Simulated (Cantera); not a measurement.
What does this Cantera script print?

```python
import numpy as np
import cantera as ct

gas_names = [...]  # 109 gases of nasa_gas.yaml made of C, Cl, H, Si
cond_names = """
    C(gr) C6H6(L) C7H8(L) C8H18(L),n-octa Si(cr) Si(L) SiC(b)
""".split()


# ... load() reads the species with a 1 bar reference pressure and builds the phases ...
atoms = {
    '(CH3)2SiCl2': {'C': 2, 'H': 6, 'Si': 1, 'CL': 2},
    'H2': {'H': 2},
    'C2H4': {'C': 2, 'H': 4},
}
top_T = {'C(gr)': 4500, 'SiC(b)': 3050}  # K; cautious upper limits of use, not melting points


# ... equilibrate(T, P, feed) seeds the gas with the atoms and calls Mixture.equilibrate('TP', solver="vcs", rtol=1e-11, max_steps=5000) ...
results = []
feed = {'(CH3)2SiCl2': 1, 'H2': 44, 'C2H4': 0.95}  # mol
P = 160  # Pa
for T in [1398, 1448, 1498, 1548, 1598, 1648, 1698, 1748, 1798, 1848, 1898, 1948, 1998]:
    mix = equilibrate(T, P, feed)
    results.append((T, P, feed, dict(zip(mix.species_names, mix.species_moles))))

top = {s: max(r[3][s] / sum(r[3][g] for g in gas_names) for r in results) for s in gas_names}
cols = sorted((s for s in top if top[s] > 0.001), key=lambda s: -top[s])[:8]
seen = [c for c in cond_names if any(r[3].get(c, 0) > 1e-12 for r in results)]
print("log10 of partial pressures in bar; condensed amounts in mol")
print(f"{'T/K':>10s}" + "".join(f"{s[:9]:>10s}" for s in cols + seen))
for T, P, feed, n in results:
    ng = sum(n[g] for g in gas_names)
    print(f"{T:10.4g}" + "".join(f"{np.log10(max(n[s] / ng * P / 1e5, 1e-99)):10.3f}" for s in cols)
          + "".join(f"{n.get(c, 0):10.4g}" for c in seen))
```

It prints:

```
log10 of partial pressures in bar; condensed amounts in mol
       T/K        H2       HCL         H        Si        CL     C(gr)    SiC(b)
      1398    -2.814    -4.194    -6.732   -11.431    -8.196     2.901    0.9988
      1448    -2.814    -4.194    -6.442   -10.763    -7.911     2.901    0.9985
      1498    -2.814    -4.194    -6.172   -10.139    -7.645     2.901    0.9981
      1548    -2.814    -4.194    -5.919    -9.556    -7.397     2.901    0.9976
      1598    -2.814    -4.195    -5.681    -9.010    -7.163       2.9     0.997
      1648    -2.815    -4.196    -5.458    -8.498    -6.944     2.899    0.9962
      1698    -2.815    -4.197    -5.247    -8.016    -6.738     2.898    0.9952
      1748    -2.816    -4.198    -5.049    -7.562    -6.544     2.895    0.9937
      1798    -2.818    -4.201    -4.862    -7.133    -6.361     2.892    0.9911
      1848    -2.820    -4.204    -4.685    -6.728    -6.188     2.889    0.9859
      1898    -2.822    -4.208    -4.518    -6.344    -6.026     2.888    0.9751
      1948    -2.826    -4.213    -4.360    -5.981    -5.872     2.894    0.9521
      1998    -2.832    -4.221    -4.211    -5.636    -5.728     2.917    0.9032
```

Method: chemical equilibrium by Gibbs-energy minimisation in Cantera with the NASA 1993 tables (ideal gas, pure condensed phases). The feed counts by its element totals alone. The tables' values for SiCl are old estimates; treat these amounts as uncertain.
